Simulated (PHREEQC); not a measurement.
Dissolve 0.098 mol/kgw Na2S, 4.7e-05 mol/kgw LiF and 0.024 mol/kgw KHSO4 at 25 °C. Closed to the air; pH follows from the charge balance.

Model: ion-association model, wateq4f.dat, run in PHREEQC.

```tsv
quantity	before	after
pH	12.36	12.26
ionic strength (mol/kgw)	0.274	0.287
HS- (mol/kgw)	0.0574	0.0626
SI of Mirabilite (Na2SO4:10H2O)	-2.94	-2.79
```

Problem. What was changed between the two runs?
A. diluted 5-fold with water
B. KHSO4 from 0.024 to 0.036 mol/kgw
C. diluted 2-fold with water
D. KHSO4 from 0.024 to 0.24 mol/kgw
E. temperature from 25 to 90 °C

Solution. B, KHSO4 from 0.024 to 0.036 mol/kgw

This is a speciation only: nothing precipitates in the calculation. With this much S-2 the pH rests on the database's HS-/S-2 constant; if that pK is higher, the solution is more alkaline. The database's pK near 12.9 for HS-/S-2 is now thought far too low, so its S-2 is overstated.
